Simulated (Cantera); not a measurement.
# Ignition delay

Mixture: CO : H2 : CH4 : O2 : N2 = 1 : 0.069 : 0.03 : 0.396 : 1.49 (molar parts), equivalence ratio 1.5, at 0.977 atm, adiabatic and at constant pressure. Ignition delay is the time to a rise of 400 K.

Cantera simulation using GRI-Mech 3.0 (53 species, 325 reactions); the numbers are that mechanism's predictions, not measurements. Where the delays flatten at high temperature, the 400 K rule measures the pace of heat release, not the induction time.

| T0 (K) | delay (ms) |
|---|---|
| 1000 | 1.52 |
| 1100 | 0.357 |
| 1200 | 0.168 |
| 1300 | 0.105 |
| 1400 | 0.0769 |
| 1500 | 0.0621 |
| 1600 | 0.0547 |
